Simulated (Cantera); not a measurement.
An isothermal, constant-pressure homogeneous reactor starts with 1.92 % C2H4, 98.1 % H2, at 1525 K and 100.0 Torr.

Computed with Cantera and GRI-Mech 3.0 (53 species, 325 reactions). GRI-Mech 3.0 was tuned for natural gas; its chemistry of ethylene as a main component is partial and can be far from experiment. GRI-Mech 3.0 stops at C3 and has no aromatics, soot or wall deposition, so with more carbon than oxygen in the feed, carbon stays in small species such as C2H2 where larger ones or solid carbon would form.

### Question
Predict: x(C2H4) at 1.00 s; x(H2) at 1.00 s; x(C2H) at 1.00 s; x(H) at 1.00 s.

### Answer
```json
{
  "x(C2H4) at 1.00 s": "0.000515 (gas-phase equilibrium 0.000395)",
  "x(H2) at 1.00 s": "0.981 (gas-phase equilibrium 0.976)",
  "x(C2H) at 1.00 s": "2.96e-9 (gas-phase equilibrium 1.99e-9)",
  "x(H) at 1.00 s": "7.33e-5 (gas-phase equilibrium 6.44e-5)"
}
```
